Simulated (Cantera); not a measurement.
Input: 1 mol V₂O₃, 200 mol H₂, 1.5 mol N₂, held at 59.0 mbar.

Equilibrium computed with Cantera from the NASA thermochemical tables; the gas is ideal and each condensed phase is pure. Candidate condensed phases: H₂O, V, VN, VO, V₂O₃, V₂O₄, V₂O₅; 28 gas species. VO: taken at fixed stoichiometry. Equilibrium is a limit: real reactors are often held back by kinetics, nucleation or transport. All values below are at 1825 K.

Base state: H₂ 0.986, N₂ 0.00744, H₂O 0.00495, H 0.00180 (mole fractions); condensed: VO(s).

Q: What changes in the equilibrium state with this change: pressure from 59.0 mbar to 7.60 mbar?

A: 
```tsv
species	before	after
H₂	0.986	0.983
N₂	0.00744	0.00743
H	0.00180	0.00501
H₂O	0.00495	0.00492
VO₂	3.58e-6	2.77e-5
VO	1.66e-6	1.29e-5
VO(s), mol	2.00	1.99
```
